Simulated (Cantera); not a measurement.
What does this Cantera script print?

```python
import numpy as np
import cantera as ct

gas = ct.Solution("h2o2.yaml")
gas.TPX = 1550, 250000, {'H2': 1, 'O2': 0.725, 'N2': 3.55}
reactor = ct.IdealGasConstPressureReactor(gas, energy="on", clone=False)
net = ct.ReactorNet([reactor])
net.rtol, net.atol = 1e-08, 1e-16
show = ['H2', 'O2', 'H2O2', 'H2O', 'OH', 'O', 'H']
times = np.geomspace(6e-06, 0.8, 14)

steps = ct.SolutionArray(gas, extra=["t"])
rows = []
print(f"{'t/s':>10s}{'T/K':>9s}{'P/Pa':>11s}" + "".join(f"{s:>11s}" for s in show))
for t in times:
    while net.time < t:
        t_next = net.step()
        steps.append(gas.state, t=t_next)
    rows.append([np.interp(t, steps.t, y) for y in (steps.T, steps.P, *steps(*show).X.T)])
    print(f"{t:10.3e}{rows[-1][0]:9.1f}{rows[-1][1]:11.4g}" + "".join(f"{x:11.3e}" for x in rows[-1][2:]))
rate = np.gradient(steps.T, steps.t)
print("integrator steps:", len(steps.t))
if steps.T.max() > steps.T[0] + 200:
    print(f"time of steepest temperature rise: {steps.t[rate.argmax()]:.4e} s")
gas.TPX = 1550, 250000, {'H2': 1, 'O2': 0.725, 'N2': 3.55}
gas.equilibrate("HP")
print(f"equilibrium (HP): T = {gas.T:.1f} K  " + "  ".join(f"{s} {gas[s].X[0]:.3e}" for s in show))
```

Output:

```
       t/s      T/K       P/Pa         H2         O2       H2O2        H2O         OH          O          H
 6.000e-06   1771.2    2.5e+05  3.900e-02  6.148e-02  2.468e-06  1.143e-01  1.656e-02  2.485e-02  6.133e-02
 1.487e-05   2298.4    2.5e+05  2.298e-02  4.768e-02  5.577e-07  1.536e-01  2.462e-02  1.688e-02  2.285e-02
 3.686e-05   2576.7    2.5e+05  1.325e-02  4.490e-02  4.547e-07  1.767e-01  2.232e-02  8.157e-03  7.411e-03
 9.138e-05   2682.6    2.5e+05  8.220e-03  4.430e-02  6.228e-07  1.873e-01  1.880e-02  4.796e-03  3.282e-03
 2.265e-04   2688.7    2.5e+05  7.912e-03  4.428e-02  6.429e-07  1.879e-01  1.852e-02  4.608e-03  3.085e-03
 5.614e-04   2688.7    2.5e+05  7.912e-03  4.428e-02  6.429e-07  1.879e-01  1.852e-02  4.607e-03  3.085e-03
 1.392e-03   2688.7    2.5e+05  7.912e-03  4.428e-02  6.429e-07  1.879e-01  1.852e-02  4.607e-03  3.085e-03
 3.449e-03   2688.7    2.5e+05  7.912e-03  4.428e-02  6.429e-07  1.879e-01  1.852e-02  4.607e-03  3.085e-03
 8.550e-03   2688.7    2.5e+05  7.912e-03  4.428e-02  6.429e-07  1.879e-01  1.852e-02  4.607e-03  3.085e-03
 2.119e-02   2688.7    2.5e+05  7.912e-03  4.428e-02  6.429e-07  1.879e-01  1.852e-02  4.607e-03  3.085e-03
 5.253e-02   2688.7    2.5e+05  7.912e-03  4.428e-02  6.429e-07  1.879e-01  1.852e-02  4.607e-03  3.085e-03
 1.302e-01   2688.7    2.5e+05  7.912e-03  4.428e-02  6.429e-07  1.879e-01  1.852e-02  4.607e-03  3.085e-03
 3.227e-01   2688.7    2.5e+05  7.912e-03  4.428e-02  6.429e-07  1.879e-01  1.852e-02  4.607e-03  3.085e-03
 8.000e-01   2688.7    2.5e+05  7.912e-03  4.428e-02  6.429e-07  1.879e-01  1.852e-02  4.607e-03  3.085e-03
integrator steps: 1080
time of steepest temperature rise: 5.5607e-06 s
equilibrium (HP): T = 2688.7 K  H2 7.912e-03  O2 4.428e-02  H2O2 6.429e-07  H2O 1.879e-01  OH 1.852e-02  O 4.607e-03  H 3.085e-03
```

Detailed kinetics in Cantera: the H2/O2 subset of GRI-Mech 3.0, which has no nitrogen chemistry. The hydrogen kinetics of GRI-Mech 3.0 are dated; newer H2 mechanisms differ, most at raised pressure.
